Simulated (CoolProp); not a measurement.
A Linde-Hampson liquefier for normal hydrogen: isothermal reversible compression at 300 K from 1 atm to 10 MPa, throttling to 1 atm, return gas leaving the recuperator 2 K below the feed. Each further row changes one setting.

Computed with CoolProp (reference Helmholtz-energy equation of state, Leachman 2009).

```csv
case,compression work (kJ/kg of gas)
as stated,5750
high pressure 20 MPa,6690
warm-end temperature 330 K,6320
warm-end gap 7 K,5750
```
